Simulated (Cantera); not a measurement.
A perfectly stirred reactor is fed with CH4 : N2 = 1 : 1.8 (molar parts), at 0.0513 atm; it is held at 1675 K, and followed from long to short residence time.

Computed with Cantera and GRI-Mech 3.0 (53 species, 325 reactions). GRI-Mech 3.0 stops at C3 and has no aromatics, soot or wall deposition, so with more carbon than oxygen in the feed, carbon stays in small species such as C2H2 where larger ones or solid carbon would form.

Question: Predict: x(CH4) at τ = 3.10 s; x(C2H4) at τ = 3.10 s; x(CH2) at τ = 3.10 s; x(CH3) at τ = 3.10 s; x(H2) at τ = 3.10 s; x(CH4) at τ = 44.0 ms; x(C2H4) at τ = 44.0 ms; x(CH2) at τ = 44.0 ms; x(CH3) at τ = 44.0 ms; x(H2) at τ = 44.0 ms.

Answer: 
```json
{
 "x(CH4) at τ = 3.10 s": "0.0319",
 "x(C2H4) at τ = 3.10 s": "0.000290",
 "x(CH2) at τ = 3.10 s": "2.46e-7",
 "x(CH3) at τ = 3.10 s": "0.000414",
 "x(H2) at τ = 3.10 s": "0.359",
 "x(CH4) at τ = 44.0 ms": "0.232",
 "x(C2H4) at τ = 44.0 ms": "0.00672",
 "x(CH2) at τ = 44.0 ms": "7.72e-7",
 "x(CH3) at τ = 44.0 ms": "0.00213",
 "x(H2) at τ = 44.0 ms": "0.132"
}
```
